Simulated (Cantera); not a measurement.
**Thermodynamics of carbothermic reduction, feed SiO2 + C + N2**

Feed: 1 mol SiO2, a varied amount of C, 1.1 mol N2, at 975 °C and 1.33 mbar.

Equilibrium computed with Cantera from the NASA thermochemical tables; the gas is ideal and each condensed phase is pure. Candidate condensed phases: C, Si, SiC, SiO2, Si2N2O, Si3N4; 34 gas species. N2 is the only nitrogen source here; it is nearly inert below about 1500 K, so the nitride shown seldom forms there in practice. Mutual solubility and eutectic melting of coexisting phases are not modelled. The tables hold silica as quartz up to 1696 K and as liquid above; real silica turns to tridymite and cristobalite and melts near 1996 K. Equilibrium is a limit: real reactors are often held back by kinetics, nucleation or transport.

```
n(C) (mol)   x CO   x N2    x CO2    x SiO  n SiO2(β-quartz)  n Si2N2O(s)  n C(graphite)
----------  -----  -----  -------  -------  ----------------  -----------  -------------
0.61        0.405  0.595  9.68e-6  5.20e-6             0.593        0.203              0
0.77        0.477  0.523  1.09e-5  5.43e-6             0.487        0.257              0
0.98        0.559  0.441  1.21e-5  5.74e-6             0.347        0.327              0
1.2         0.632  0.368  1.29e-5  6.10e-6             0.200        0.400              0
1.6         0.714  0.286  6.70e-6  4.70e-6                 0        0.500          0.100
2           0.714  0.286  6.70e-6  4.70e-6                 0        0.500          0.500
2.5         0.714  0.286  6.70e-6  4.70e-6                 0        0.500           1.00
3.2         0.714  0.286  6.70e-6  4.70e-6                 0        0.500           1.70
4.1         0.714  0.286  6.70e-6  4.70e-6                 0        0.500           2.60
5.2         0.714  0.286  6.70e-6  4.70e-6                 0        0.500           3.70
6.5         0.714  0.286  6.70e-6  4.70e-6                 0        0.500           5.00
```
x: gas mole fraction; n: condensed amount in mol.

From 0.61 mol C to 1.2 mol C the condensed part is SiO2(β-quartz) + Si2N2O(s). From 1.6 mol C to 6.5 mol C the condensed part is C(graphite) + Si2N2O(s). The main Si-bearing gas is SiO throughout.
